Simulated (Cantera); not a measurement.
An adiabatic, constant-volume homogeneous reactor starts with CO : H₂ : CH₄ : O₂ : N₂ = 1 : 0.38 : 0.24 : 3.25 : 12.2 (molar parts), at 1375 K and 30.0 bar. Integrator tolerance rtol = 1e-08.

Cantera simulation using GRI-Mech 3.0 (53 species, 325 reactions); the numbers are that mechanism's predictions, not measurements. The pressure lies above the range GRI-Mech 3.0 was tuned for (to about 10 atm).

Q: How do the results move with these cheaper or finer settings: rtol 1e-08 to 0.0001; rtol 1e-08 to 0.01; rtol 1e-08 to 0.001?

A: 
| setting | time of steepest temperature rise | temperature at 0.100 s | equilibrium temperature | x(CO) at 0.100 s | integrator steps |
|---|---|---|---|---|---|
| as above | 19.4 µs | 2436 K | 2436 K | 0.000794 | 1765 |
| rtol 1e-08 to 0.0001 | 19.4 µs | 2436 K | 2436 K | 0.000794 | 789 |
| rtol 1e-08 to 0.01 | 22.4 µs | 2436 K | 2436 K | 0.000793 | 496 |
| rtol 1e-08 to 0.001 | 19.4 µs | 2436 K | 2436 K | 0.000794 | 679 |
